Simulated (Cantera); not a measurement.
Pyrogenic steam for wet oxidation

An isothermal, constant-pressure homogeneous reactor starts with H₂ : O₂ : N₂ = 1.7 : 1 : 2.1 (molar parts), equivalence ratio 0.85, at 1423 K and 13300 Pa.

Model: the H2/O2 subset of GRI-Mech 3.0, which has no nitrogen chemistry, integrated in Cantera. The temperature is held fixed by assumption; the heat of reaction is taken as removed at once.

```csv
t (s),x H₂,x O₂,x HO₂,x H,x OH
2.00e-5,0.354,0.208,4.77e-7,2.54e-6,3.14e-7
0.000111,0.0692,0.0834,1.08e-5,0.154,0.0147
0.000616,0.0410,0.0608,1.05e-5,0.0650,0.0112
0.00342,0.00775,0.0406,6.97e-6,0.00328,0.00393
0.0190,0.000325,0.0379,1.10e-6,2.60e-5,0.000770
0.105,1.94e-5,0.0379,8.88e-8,3.93e-7,0.000192
0.585,4.27e-6,0.0380,3.85e-8,4.16e-8,9.09e-5
3.25,3.89e-6,0.0380,3.78e-8,3.61e-8,8.67e-5
18.0,3.89e-6,0.0380,3.78e-8,3.61e-8,8.67e-5
100,3.89e-6,0.0380,3.78e-8,3.61e-8,8.67e-5
```
x: mole fraction; the columns are a selection and need not sum to one.

Equilibrium at this temperature and pressure: H₂ 3.89e-6, O₂ 0.0380, HO₂ 3.78e-8, H 3.61e-8, OH 8.67e-5 (gas phase only).
